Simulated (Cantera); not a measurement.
Input: 1 mol MgO, 14 mol CO, a varied amount of H₂, held at 11.0 mbar.

Equilibrium computed with Cantera from the NASA thermochemical tables; the gas is ideal and each condensed phase is pure. Candidate condensed phases: C, C₆H₆, C₇H₈, C₈H₁₈, H₂O, Mg, MgCO₃, MgO, Mg(OH)₂; 116 gas species. Kinetics and transport are ignored.

Stable condensed phases, one row left out:

```
T in K \ n(H₂) in mol
         0.49  1.7    3  4.2  5.5  6.7    8  9.2   10   12   13   14
   2423     A    A    A    A    A    A    A    A    A    A    A    A
   2348     A    A    A    A    A    A    A    A    A    A    A    A
   2273     A    A    A    A    A    A    A    A    A    A    A    A
   2198     B    A    A    A    A    A    A    A    A    A    A    A
   2048     B    B    B    B    B    B    B    B    B    A    A    A
   1973     B    B    B    B    B    B    B    B    B    B    B    B
   1898     B    B    B    B    B    B    B    B    B    B    B    B
   1823     B    B    B    B    B    B    B    B    B    B    B    B
   1748     B    B    B    B    B    B    B    B    B    B    B    B
```

A: gas only; B: MgO.

Give the row for 2123 K.

0.49: MgO; 1.7: MgO; 3: MgO; 4.2: MgO; 5.5: gas only; 6.7: gas only; 8: gas only; 9.2: gas only; 10: gas only; 12: gas only; 13: gas only; 14: gas only.
